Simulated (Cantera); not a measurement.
What does this Cantera script print?

```python
import numpy as np
import cantera as ct

gas_names = """
    C CH CH2 CH3 CH2OH CH3O CH4 CH3OH CO CO2 COOH C2 C2H CHCO,ketyl C2H2,acetylene C2H2,vinylidene
    CH2CO,ketene C2H3,vinyl CH3CO,acetyl C2H4 C2H4O,ethylen CH3CHO,ethanal CH3COOH (HCOOH)2 C2H5 C2H6
    CH3OCH3 C2H5OH C2O C3 C3H3,propargyl C3H4,allene C3H4,propyne C3H4,cyclo- C3H5,allyl C3H6,propylene
    C3H6,cyclo- C3H6O C3H7,n-propyl C3H7,i-propyl C3H8 C3H8O,1propanol C3H8O,2propanol C3O2 C4 C4H2
    C4H4,1,3-cyclo- C4H6,butadiene C4H6,2-butyne C4H6,cyclo- C4H8,1-butene C4H8,cis2-buten
    C4H8,tr2-butene C4H8,isobutene C4H8,cyclo- (CH3COOH)2 C4H9,n-butyl C4H9,i-butyl C4H9,s-butyl
    C4H9,t-butyl C4H10,isobutane C4H10,n-butane C5 C5H6,1,3cyclo- C5H8,cyclo- C5H10,1-pentene
    C5H10,cyclo- C5H11,pentyl C5H11,t-pentyl C5H12,n-pentane C5H12,i-pentane CH3C(CH3)2CH3 C6H2
    C6H5,phenyl C6H5O,phenoxy C6H6 C6H5OH,phenol C6H10,cyclo- C6H12,1-hexene C6H12,cyclo- C6H13,n-hexyl
    C7H7,benzyl C7H8 C7H8O,cresol C7H14,1-heptene C7H15,n-heptyl C7H16,n-heptane C8H8,styrene
    C8H10,ethylbenz C8H16,1-octene C8H17,n-octyl C8H18,isooctane C8H18,n-octane C9H19,n-nonyl
    C10H8,naphthale C10H21,n-decyl C12H9,o-bipheny C12H10,bipheny H HCO HO2 H2 HCHO,formaldehy HCOOH H2O
    H2O2 O OH O2 O3 Pb PbO Pb2
""".split()
cond_names = """
    C(gr) C6H6(L) C7H8(L) C8H18(L),n-octa H2O(s) H2O(L) Pb(cr) Pb(L) PbO(rd) PbO(yw) PbO(L) PbO2(s)
    Pb3O4(s)
""".split()


def load(file, names, dense=False):
    # The tables refer to 1 bar. Condensed volumes are neglected.
    table = {s.name: s for s in ct.Species.list_from_file(file)}
    out = []
    for n in names:
        d = dict(table[n].input_data)
        d["thermo"] = dict(d["thermo"], **{"reference-pressure": 1e5})
        if dense:
            d["equation-of-state"] = {"model": "constant-volume", "density": "1e6 g/cm^3"}
        out.append(ct.Species.from_dict(d))
    return out


gas = ct.Solution(thermo="ideal-gas", species=load("nasa_gas.yaml", gas_names))
cond = {s.name: ct.Solution(thermo="fixed-stoichiometry", species=[s], name=s.name)
        for s in load("nasa_condensed.yaml", cond_names, dense=True)}
atoms = {
    'Pb': {'Pb': 1},
    'CO': {'C': 1, 'O': 1},
    'H2': {'H': 2},
    'O2': {'O': 2},
}
top_T = {'C(gr)': 4500, 'Pb3O4(s)': 820}  # K; cautious upper limits of use, not melting points


def equilibrate(T, P, feed):
    n = {}
    for name, mol in feed.items():
        for a, k in atoms[name].items():
            n[a] = n.get(a, 0.0) + k * mol
    gas.TPX = T, P, n
    mass = sum(n.values()) * gas.mean_molecular_weight
    gas.equilibrate("TP")
    valid = [c for c in cond.values() if c.min_temp <= T <= top_T.get(c.name, c.max_temp)]
    mix = ct.Mixture([(gas, mass / gas.mean_molecular_weight)] + [(c, 0.0) for c in valid])
    mix.T, mix.P = T, P
    mix.equilibrate("TP", solver="vcs", rtol=1e-11, max_steps=5000)
    return mix


results = []
feed = {'Pb': 1, 'CO': 5.8, 'H2': 2.1, 'O2': 2}  # mol
P = 13332.2  # Pa
for T in [723, 823, 923, 1023, 1123, 1223, 1323, 1423]:
    mix = equilibrate(T, P, feed)
    results.append((T, P, feed, dict(zip(mix.species_names, mix.species_moles))))

top = {s: max(r[3][s] / sum(r[3][g] for g in gas_names) for r in results) for s in gas_names}
cols = sorted((s for s in top if top[s] > 0.001), key=lambda s: -top[s])[:6]
seen = [c for c in cond_names if any(r[3].get(c, 0) > 1e-12 for r in results)]
print("log10 of partial pressures in bar; condensed amounts in mol")
print(f"{'T/K':>10s}" + "".join(f"{s[:9]:>10s}" for s in cols + seen))
for T, P, feed, n in results:
    ng = sum(n[g] for g in gas_names)
    print(f"{T:10.4g}" + "".join(f"{np.log10(max(n[s] / ng * P / 1e5, 1e-99)):10.3f}" for s in cols)
          + "".join(f"{n.get(c, 0):10.4g}" for c in seen))
```

Output:

```
log10 of partial pressures in bar; condensed amounts in mol
       T/K       CO2        CO       H2O        H2        Pb       CH4     C(gr)     Pb(L)
       723    -1.073    -2.134    -1.618    -1.794    -8.509    -2.861     1.243         1
       823    -1.211    -1.446    -1.943    -1.619    -6.872    -3.269    0.1656         1
       923    -1.266    -1.359    -1.874    -1.657    -5.596    -4.900         0    0.9998
      1023    -1.290    -1.332    -1.790    -1.716    -4.574    -6.377         0    0.9984
      1123    -1.311    -1.311    -1.733    -1.772    -3.738    -7.608         0    0.9892
      1223    -1.330    -1.297    -1.693    -1.826    -3.042    -8.653         0    0.9458
      1323    -1.353    -1.293    -1.671    -1.880    -2.454    -9.565         0    0.7859
      1423    -1.391    -1.310    -1.674    -1.948    -1.951   -10.409         0    0.2743
```

Method: chemical equilibrium by Gibbs-energy minimisation in Cantera with the NASA 1993 tables (ideal gas, pure condensed phases).
